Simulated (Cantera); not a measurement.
Input: 1 mol TiO2, 28 mol H2, held at 1475 K and 1.90 bar.

These are equilibrium values from Cantera (NASA tables, ideal gas, pure condensed phases), not measurements of a reactor. Candidate condensed phases: H2O, Ti, TiO, TiO2, Ti2O3, Ti3O5, Ti4O7; 12 gas species. Condensed phases not in the tables: Magnéli phases beyond Ti4O7. Equilibrium is a limit: real reactors are often held back by kinetics, nucleation or transport.

Q: What is the equilibrium state?

A: 
```json
{
 "x(H2)": "0.991",
 "x(H2O)": "0.00893",
 "x(H)": "9.37e-6",
 "n(Ti4O7(s))": "0.250 mol",
 "gas_amount": "28.00 mol",
 "log10 activity of Ti3O5(s) (absent)": "-0.10",
 "log10 activity of Ti2O3(s) (absent)": "-0.57",
 "log10 activity of Ti(β) (absent)": "-8.23"
}
```
